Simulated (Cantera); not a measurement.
Adiabatic ignition

An adiabatic, constant-pressure homogeneous reactor starts with 15.2 % CO, 6.24 % H₂, 16.4 % O₂, 62.1 % N₂, equivalence ratio 0.65, at 1275 K and 3750 Torr.

Model: GRI-Mech 3.0 (53 species, 325 reactions), integrated in Cantera. The hydrogen kinetics of GRI-Mech 3.0 are dated; newer H2 mechanisms differ, most at raised pressure.

```tsv
t (s)	T (K)	x CO	x H₂	x O₂	x H₂O₂	x CO₂	x N₂O	x OH
4.00e-6	1275	0.152	0.0624	0.164	4.50e-9	9.87e-7	5.99e-12	4.12e-7
9.59e-6	1286	0.152	0.0601	0.163	9.19e-6	0.000524	2.88e-9	0.000261
2.30e-5	2241	0.0568	0.00407	0.0824	4.74e-7	0.106	1.21e-6	0.0128
5.52e-5	2569	0.0291	0.00188	0.0729	2.84e-7	0.138	1.60e-6	0.0106
0.000132	2651	0.0206	0.00132	0.0695	3.49e-7	0.147	1.61e-6	0.00924
0.000317	2653	0.0201	0.00129	0.0686	3.52e-7	0.148	1.60e-6	0.00911
0.000761	2649	0.0199	0.00128	0.0672	3.47e-7	0.148	1.61e-6	0.00896
0.00183	2643	0.0197	0.00127	0.0649	3.37e-7	0.148	1.64e-6	0.00874
0.00438	2637	0.0195	0.00126	0.0630	3.30e-7	0.148	1.68e-6	0.00855
0.0105	2636	0.0195	0.00126	0.0625	3.28e-7	0.149	1.69e-6	0.00850
0.0252	2636	0.0195	0.00126	0.0625	3.28e-7	0.149	1.69e-6	0.00850
0.0604	2636	0.0195	0.00126	0.0625	3.28e-7	0.149	1.69e-6	0.00850
0.145	2636	0.0195	0.00126	0.0625	3.28e-7	0.149	1.69e-6	0.00850
0.348	2636	0.0195	0.00126	0.0625	3.28e-7	0.149	1.69e-6	0.00850
0.834	2636	0.0195	0.00126	0.0625	3.28e-7	0.149	1.69e-6	0.00850
2.00	2636	0.0195	0.00126	0.0625	3.28e-7	0.149	1.69e-6	0.00850
```
x: mole fraction; the columns are a selection and need not sum to one.

```
Quantity                                                             Value
---------------------------------  ---------------------------------------
time of steepest temperature rise                                  12.7 µs
temperature at 2.00 s                                               2636 K
equilibrium temperature                                             2636 K
x(CO) at 2.00 s                      0.0195 (gas-phase equilibrium 0.0195)
x(H₂) at 2.00 s                    0.00126 (gas-phase equilibrium 0.00126)
x(O₂) at 2.00 s                      0.0625 (gas-phase equilibrium 0.0625)
```
